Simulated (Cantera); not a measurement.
Input: 1 mol Si₂H₆, 0.1 mol N₂O, 45 mol N₂, equilibrated at 10.0 mbar.

Equilibrium computed with Cantera from the NASA thermochemical tables; the gas is ideal and each condensed phase is pure. Candidate condensed phases: H₂O, Si, SiO₂, Si₂N₂O, Si₃N₄; 35 gas species. The feed counts by its element totals alone. Mutual solubility and eutectic melting of coexisting phases are not modelled. Equilibrium is a limit: real reactors are often held back by kinetics, nucleation or transport. All values below are at 1375 K.

Base state: N₂ 0.936, H₂ 0.0641 (mole fractions); condensed: Si₂N₂O(s) + Si₃N₄(s).

Q: What changes in the equilibrium state with this change: Si₂H₆ replaced by SiH₂Cl₂?

A: 
| species | before | after |
|---|---|---|
| N₂ | 0.936 | 0.958 |
| HCl | 0 | 0.0321 |
| H₂ | 0.0641 | 0.00541 |
| SiCl₂ | 0 | 0.00266 |
| SiCl₄ | 0 | 0.000843 |
| SiCl₃ | 0 | 0.000699 |
| Cl | 0 | 1.24e-5 |
| Si₂N₂O(s), mol | 0.1000 | 0.1000 |
| Si₃N₄(s), mol | 0.600 | 0.201 |
The tables' values for SiCl₃ are old estimates; treat these amounts as uncertain. Further candidate phases: NH₄Cl.
